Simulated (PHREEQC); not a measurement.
1 kg of water holding 0.37 mol KCl, 0.0046 mol Na2B4O7, 0.014 mol NaCl, 0.15 mol Na2SO4 and 0.097 mol Na2CO3 is evaporated at 25 °C; the solids stay in contact with the brine. CO2 is held at log p = -3.4 (atm). The run lets Arcanite, Burkeite, Glaserite, Halite, Kalicinite, Mirabilite, Misenite, Nahcolite, Natron, Sylvite, Thenardite, Trona, Borax, Boric_acid,s, KB5O8:4H2O, K2B4O7:4H2O, NaBO2:4H2O, NaB5O8:5H2O, Teepleite precipitate or redissolve, and no other solid.

Computed with PHREEQC (Pitzer model, pitzer.dat).

```
water left (kg)  ionic strength  water activity  Halite (mol)  Sylvite (mol)  Glaserite (mol)
---------------  --------------  --------------  ------------  -------------  ---------------
0.9996                     1.10           0.977             0              0                0
0.8215                     1.35           0.973             0              0                0
0.6752                     1.64           0.967             0              0                0
0.5549                     2.00           0.960             0              0                0
0.4561                     2.44           0.952             0              0                0
0.3748                     2.97           0.941             0              0                0
0.3081                     3.62           0.929             0              0                0
0.2532                     4.41           0.912             0              0                0
0.2081                     5.21           0.894             0              0          0.00561
0.171                      5.71           0.876             0              0           0.0237
0.1406                     6.33           0.854             0              0           0.0383
0.1156                     7.11           0.824             0              0           0.0498
0.095                      8.10           0.786             0              0           0.0588
0.07757                    8.77           0.747             0              0           0.0649
0.06285                    8.92           0.721             0         0.0168           0.0678
0.051                      9.07           0.706       0.00972         0.0555           0.0685
0.04146                    9.11           0.705        0.0535         0.0721           0.0697
0.03354                    9.11           0.705        0.0889         0.0860           0.0707
0.02702                    9.11           0.705         0.118         0.0975           0.0715
0.02166                    9.11           0.705         0.142          0.107           0.0722
```

Glaserite from water left = 0.2081 kg (pH 9.91); Trona from water left = 0.07757 kg (pH 9.98); Sylvite from water left = 0.06285 kg (pH 9.90); Halite from water left = 0.051 kg (pH 9.83); Borax from water left = 0.03354 kg (pH 9.83).

Species that the database lacks are ignored.
